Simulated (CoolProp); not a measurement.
Computed with CoolProp (reference Helmholtz-energy equation of state, Lemmon 2006). It is a short technical equation, of lower accuracy than the large ones.

Give the vapour pressure (bar), liquid density (kg/m³), enthalpy of vaporisation (kJ/kg), surface tension (mN/m) of saturated acetone at 209.45 °C.


```csv
T (°C),p (bar),liquid density (kg/m³),enthalpy of vaporisation (kJ/kg),surface tension (mN/m)
209.45,32.0,488,226,1.97
```

Surface tension comes from a separate correlation (Mulero 2012).
